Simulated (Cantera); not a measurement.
A closed system holds: 1 mol HCl, 0.75 mol H2O, 0.18 mol N2, at 1452 °C and 2.00 mbar.

Cantera equilibrium calculation (NASA polynomials, part measured and part estimated; ideal gas, pure solids and liquids). Candidate condensed phases: H2O, NH4Cl; 29 gas species. Kinetics and transport are ignored.

Base state: HCl 0.497, H2O 0.383, N2 0.0924, Cl 0.0163, H2 0.00958, OH 0.000895, O2 0.000539, H 0.000407 (mole fractions); condensed: gas only.

What changes in the equilibrium state with this change: temperature from 1452 °C to 1125 °C?


| species | before | after |
|---|---|---|
| HCl | 0.497 | 0.516 |
| H2O | 0.383 | 0.388 |
| N2 | 0.0924 | 0.0932 |
| Cl | 0.0163 | 0.00156 |
| H2 | 0.00958 | 0.000840 |
| O | 3.01e-5 | 9.33e-8 |
| H | 0.000407 | 3.07e-6 |
| OH | 0.000895 | 2.80e-5 |
| O2 | 0.000539 | 2.06e-5 |
